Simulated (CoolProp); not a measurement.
Properties of C3F8 (R218) along the isobar 8930 kPa.

Computed with CoolProp (reference Helmholtz-energy equation of state, Lemmon 2006). It is a short technical equation, of lower accuracy than the large ones.

| T (K) | phase | cp (kJ/(kg K)) | cv (kJ/(kg K)) | speed of sound (m/s) | Joule-Thomson coefficient (K/MPa) | viscosity (µPa s) | fugacity coefficient |
|---|---|---|---|---|---|---|---|
| 184.3 | liquid | 0.8661 | 0.5928 | 820.0 | -0.4239 | 1410 | 0.0008633 |
| 189.5 | liquid | 0.8744 | 0.6028 | (withheld) | -0.4159 | 1250 | 0.001287 |
| 194.8 | liquid | 0.8829 | 0.6127 | 771.5 | (withheld) | 1110 | 0.001881 |
| 200.1 | liquid | 0.8916 | 0.6225 | 748.2 | -0.3983 | 989 | 0.002684 |
| 205.3 | liquid | 0.9002 | 0.6319 | 726.0 | -0.3891 | 890 | 0.003720 |
| 210.6 | liquid | 0.9091 | 0.6414 | 703.9 | -0.3792 | 804 | 0.005084 |
| 215.9 | liquid | 0.9181 | 0.6508 | 682.5 | -0.3688 | 729 | 0.006814 |
| 221.2 | liquid | (withheld) | 0.6601 | 661.5 | -0.3579 | 664 | 0.008974 |
| 226.4 | liquid | 0.9363 | 0.6691 | 641.4 | -0.3466 | 608 | 0.01157 |
| 231.7 | liquid | 0.9457 | 0.6781 | 621.3 | -0.3344 | 557 | 0.01477 |
| 237 | liquid | 0.9552 | 0.6871 | 601.7 | -0.3216 | 512 | 0.01859 |
| 242.3 | liquid | 0.9648 | 0.6960 | 582.4 | -0.3080 | 472 | 0.02309 |
| 247.5 | liquid | 0.9744 | 0.7046 | 563.8 | -0.2938 | 437 | 0.02823 |
| 252.8 | liquid | 0.9842 | 0.7134 | 545.3 | -0.2785 | 404 | 0.03427 |
| 258.1 | liquid | 0.9942 | 0.7221 | 527.0 | -0.2621 | 375 | 0.04115 |
| 263.4 | liquid | 1.004 | 0.7307 | 509.1 | -0.2446 | 349 | 0.04893 |

Question: Fill in the missing entries.

Answer: 
- 189.5, speed of sound (m/s): 795.6
- 194.8, Joule-Thomson coefficient (K/MPa): -0.4073
- 221.2, cp (kJ/(kg K)): 0.9273

Viscosity comes from a separate model (Huber 2003), an estimate that may be off by 10 % or more.
